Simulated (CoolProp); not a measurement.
Ammonia along the isotherm 672.8 K: Z from the reference equation and from simpler models built on Tc = 405.6 K, pc = 11.36 MPa, ω = 0.256; each cubic takes its own stable root.

Model: reference Helmholtz-energy equation of state, Gao 2020, in CoolProp.

```
p (MPa)          phase  reference  Pitzer virial  van der Waals  Redlich-Kwong  Peng-Robinson
-------  -------------  ---------  -------------  -------------  -------------  -------------
1.14               gas     0.9949         0.9955         0.9922         0.9932         0.9946
2.27               gas     0.9899         0.9910         0.9844         0.9865         0.9893
3.41               gas     0.9849         0.9865         0.9766         0.9799         0.9843
4.55               gas     0.9800         0.9820         0.9688         0.9734         0.9794
5.68               gas     0.9752         0.9776         0.9611         0.9670         0.9747
6.82               gas     0.9704         0.9731         0.9533         0.9608         0.9702
7.95               gas     0.9657         0.9686         0.9456         0.9547         0.9659
9.09               gas     0.9611         0.9641         0.9379         0.9487         0.9618
10.2               gas     0.9566         0.9597         0.9305         0.9430         0.9579
11.4     supercritical     0.9519         0.9550         0.9226         0.9369         0.9540
12.5     supercritical     0.9477         0.9506         0.9153         0.9316         0.9506
13.6     supercritical     0.9435         0.9463         0.9082         0.9264         0.9474
14.8     supercritical     0.9391         0.9415         0.9006         0.9209         0.9441
15.9     supercritical     0.9351         0.9372         0.8938         0.9161         0.9413
17       supercritical     0.9313         0.9329         0.8870         0.9114         0.9386
```
